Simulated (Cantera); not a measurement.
Ignition delay

Mixture: 5.89 % CO, 4.18 % H2, 2.47 % CH4, 20.4 % O2, 67.1 % N2, at 10.0 bar, adiabatic and at constant pressure. Ignition delay is the time to a rise of 400 K.

Cantera simulation using GRI-Mech 3.0 (53 species, 325 reactions); the numbers are that mechanism's predictions, not measurements.

```json
[
 {"T0 (K)": "1175", "delay (ms)": "0.191"},
 {"T0 (K)": "1225", "delay (ms)": "0.0886"},
 {"T0 (K)": "1275", "delay (ms)": "0.0476"},
 {"T0 (K)": "1325", "delay (ms)": "0.0283"},
 {"T0 (K)": "1375", "delay (ms)": "0.0182"},
 {"T0 (K)": "1425", "delay (ms)": "0.0125"},
 {"T0 (K)": "1475", "delay (ms)": "0.00899"}
]
```

```
Item                                                     Value
--------------------------------------------------  ----------
apparent activation energy between 1375 and 1475 K  120 kJ/mol
```
